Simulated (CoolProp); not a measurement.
n-decane along the isotherm 620 K: Z from the reference equation and from simpler models built on Tc = 617.7 K, pc = 2.101 MPa, ω = 0.488; each cubic takes its own stable root.

The numbers come from the reference Helmholtz-energy equation of state, Lemmon 2006 in CoolProp. It is a short technical equation, of lower accuracy than the large ones.

| p (MPa) | phase | reference |
|---|---|---|
| 0.0166 | gas | 0.9972 |
| 0.028 | gas | 0.9953 |
| 0.0473 | gas | 0.9921 |
| 0.0798 | gas | 0.9866 |
| 0.135 | gas | 0.9771 |
| 0.227 | gas | 0.9611 |
| 0.384 | gas | 0.9328 |
| 0.648 | gas | 0.8822 |
| 1.09 | gas | 0.7864 |
| 1.84 | gas | 0.5550 |
| 3.11 | supercritical | 0.2236 |
| 5.25 | supercritical | 0.3365 |

How far does each simpler model (van der Waals, Redlich-Kwong, Soave-Redlich-Kwong, Peng-Robinson) lie from the reference over these 12 states: mean and median of the absolute difference, and the worst?


- van der Waals: mean 10.7 %, median 0.9 %, worst +55.2 % at 620 K and 3.11 MPa
- Redlich-Kwong: mean 5.1 %, median 0.2 %, worst +29.1 % at 620 K and 3.11 MPa
- Soave-Redlich-Kwong: mean 5.2 %, median 0.3 %, worst +29.9 % at 620 K and 3.11 MPa
- Peng-Robinson: mean 2.6 %, median 0.3 %, worst +17.3 % at 620 K and 3.11 MPa
